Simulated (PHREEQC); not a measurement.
Solution (25 °C): 0.0058 mol/kgw HCl and 0.0024 mol/kgw Al2(SO4)3. It is in equilibrium with CO2 at log p = -3.4 (atm). Otherwise closed; pH follows from the charge balance.

The numbers come from PHREEQC with the ion-association model, phreeqc.dat.

Q: The ionic strength comes out as 0.0199 mol/kgw. What activity coefficients do Al+3, Al(SO4)2-, AlOH+2, H+, AlHSO4+2 get?

A: Al+3 0.35, Al(SO4)2- 0.87, AlOH+2 0.59, H+ 0.89, AlHSO4+2 0.58.

Precipitation was switched off in this run. Complexes and solids missing from the database can't appear.
